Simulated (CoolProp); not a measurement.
Vapour-liquid equilibrium of CHF3 (R23) (1) + R22 (2) at 0.712 MPa; x and y are mole fractions of (1).

Model: multi-fluid Helmholtz-energy mixture model, Penoncello 2003 and Kamei 1995; pair parameters Bell 2016, in CoolProp.

```tsv
x	bubble temperature, mixture model (°C)	bubble temperature, Raoult's law (°C)	y, mixture model	y, Raoult's law
0.05	5.5	5.7	0.187	0.204
0.15	-4.6	-3.7	0.450	0.474
0.25	-12.5	-11.1	0.616	0.641
0.35	-18.6	-17.1	0.724	0.750
0.45	-23.5	-22.1	0.798	0.825
0.55	-27.4	-26.3	0.852	0.879
0.65	-30.7	-30.0	0.893	0.919
0.75	-33.6	-33.2	0.928	0.950
0.85	-36.2	-36.1	0.958	0.973
0.95	-38.6	-38.6	0.986	0.992
```

The largest gap from Raoult's law is -1.5 K in bubble temperature, at x = 0.35. No azeotrope shows between x = 0.05 and 0.95.

The pair parameters rest on a limited set of measurements; away from them the model extrapolates.
